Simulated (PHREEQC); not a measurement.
0.076 g of hydrous ferric oxide (600 m²/g; 0.2 weak and 0.005 strong sites per Fe, Dzombak-Morel constants, diffuse double layer) in 1 kg of water with 0.01 mol/kgw of an inert sodium salt and 6.7e-06 mol/kgw ZnSO4, at 25 °C; the pH is set by adding NaOH or the inert anion's acid. Oxygen alone is held at its pressure in air (log pO2 = -0.68). The system is closed to CO2. Precipitation was switched off in this run.

The series has 13 steps of pH, from 3 to 9.

Equilibrium calculation in PHREEQC: ion-association model, wateq4f.dat.

### Question
Near which pH is half of the S sorbed, and on which side is more sorbed?

### Answer
Near pH 6.2, with more sorbed at lower pH.

### Question
Near which pH is half of the Zn sorbed, and on which side is more sorbed?

### Answer
Near pH 6.5, with more sorbed at higher pH.

The oxide is taken as insoluble; below pH 4 it would dissolve.
